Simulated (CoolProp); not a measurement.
Saturation properties of R22.

Computed with CoolProp (reference Helmholtz-energy equation of state, Kamei 1995).

```csv
T (K),p (bar),liquid density (kg/m³),vapour density (kg/m³),enthalpy of vaporisation (kJ/kg)
220.2,0.5531,1444,2.675,241.2
223.8,0.6672,1434,3.185,[?]
227.4,0.7992,1423,3.769,[?]
231,0.9512,1413,4.434,234.6
234.6,1.125,1403,5.188,232.3
238.2,1.323,1392,6.037,230.0
241.8,1.548,1381,6.992,227.7
245.4,1.800,1370,8.060,225.3
249,2.084,1359,9.251,222.9
252.5,2.392,1349,10.54,[?]
256.1,2.744,1337,12.00,217.9
259.7,3.135,1326,13.62,215.3
263.3,3.567,1314,15.40,212.7
266.9,[?],1302,17.36,210.0
```

Problem. Some entries are withheld; supply them.

Solution. 
- 223.8, enthalpy of vaporisation (kJ/kg): 239.0
- 227.4, enthalpy of vaporisation (kJ/kg): 236.8
- 252.5, enthalpy of vaporisation (kJ/kg): 220.5
- 266.9, p (bar): 4.042

It boils at 232.3 K under 1 atm.
